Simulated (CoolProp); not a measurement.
Model: reference Helmholtz-energy equation of state, Aleksandrov 2011, in CoolProp. It is a short technical equation, of lower accuracy than the large ones.

Give the vapour pressure (bar), liquid density (kg/m³), enthalpy of vaporisation (kJ/kg), liquid cp (kJ/(kg K)) of saturated n-undecane at 344.6, 348.5 K.


```json
[
 {"T (K)": "344.6", "p (bar)": "0.0112", "liquid density (kg/m³)": "701", "enthalpy of vaporisation (kJ/kg)": "335", "liquid cp (kJ/(kg K))": "2.38"},
 {"T (K)": "348.5", "p (bar)": "0.0137", "liquid density (kg/m³)": "698", "enthalpy of vaporisation (kJ/kg)": "333", "liquid cp (kJ/(kg K))": "2.39"}
]
```
